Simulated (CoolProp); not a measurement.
Vapour pressure (MPa) of hexamethyldisiloxane (MM): the reference equation beside estimates from Tc = 518.7 K, pc = 1.931 MPa, ω = 0.418.

Computed with CoolProp (reference Helmholtz-energy equation of state, Thol 2016).

```json
[
 {"T (K)": "272.8", "reference": "0.001326", "van der Waals": "0.07499", "Redlich-Kwong": "0.008559", "Soave-Redlich-Kwong": "0.001326", "Peng-Robinson": "0.001443"},
 {"T (K)": "289.6", "reference": "0.003557", "van der Waals": "0.1093", "Redlich-Kwong": "0.01780", "Soave-Redlich-Kwong": "0.003533", "Peng-Robinson": "0.003753"},
 {"T (K)": "306.3", "reference": "0.008315", "van der Waals": "0.1529", "Redlich-Kwong": "0.03338", "Soave-Redlich-Kwong": "0.008239", "Peng-Robinson": "0.008588"},
 {"T (K)": "323.1", "reference": "0.01752", "van der Waals": "0.2076", "Redlich-Kwong": "0.05798", "Soave-Redlich-Kwong": "0.01737", "Peng-Robinson": "0.01783"},
 {"T (K)": "339.8", "reference": "0.03360", "van der Waals": "0.2736", "Redlich-Kwong": "0.09401", "Soave-Redlich-Kwong": "0.03339", "Peng-Robinson": "0.03388"},
 {"T (K)": "356.6", "reference": "0.06000", "van der Waals": "0.3529", "Redlich-Kwong": "0.1447", "Soave-Redlich-Kwong": "0.05985", "Peng-Robinson": "0.06017"},
 {"T (K)": "373.3", "reference": "0.1003", "van der Waals": "0.4453", "Redlich-Kwong": "0.2125", "Soave-Redlich-Kwong": "0.1005", "Peng-Robinson": "0.1003"},
 {"T (K)": "390", "reference": "0.1590", "van der Waals": "0.5521", "Redlich-Kwong": "0.3003", "Soave-Redlich-Kwong": "0.1602", "Peng-Robinson": "0.1591"},
 {"T (K)": "406.8", "reference": "0.2418", "van der Waals": "0.6749", "Redlich-Kwong": "0.4117", "Soave-Redlich-Kwong": "0.2449", "Peng-Robinson": "0.2424"},
 {"T (K)": "423.5", "reference": "0.3532", "van der Waals": "0.8129", "Redlich-Kwong": "0.5480", "Soave-Redlich-Kwong": "0.3595", "Peng-Robinson": "0.3551"},
 {"T (K)": "440.3", "reference": "0.5007", "van der Waals": "0.9684", "Redlich-Kwong": "0.7135", "Soave-Redlich-Kwong": "0.5118", "Peng-Robinson": "0.5052"},
 {"T (K)": "457", "reference": "0.6898", "van der Waals": "1.140", "Redlich-Kwong": "0.9086", "Soave-Redlich-Kwong": "0.7070", "Peng-Robinson": "0.6982"},
 {"T (K)": "473.8", "reference": "0.9311", "van der Waals": "1.331", "Redlich-Kwong": "1.138", "Soave-Redlich-Kwong": "0.9547", "Peng-Robinson": "0.9444"},
 {"T (K)": "490.5", "reference": "1.232", "van der Waals": "1.538", "Redlich-Kwong": "1.401", "Soave-Redlich-Kwong": "1.260", "Peng-Robinson": "1.250"}
]
```

Absolute difference from the reference over all 14 rows, mean and median: van der Waals 977.2 and 295.6 %, Redlich-Kwong 159.7 and 100.4 %, Soave-Redlich-Kwong 1.2 and 0.9 %, Peng-Robinson 1.9 and 1.1 %.
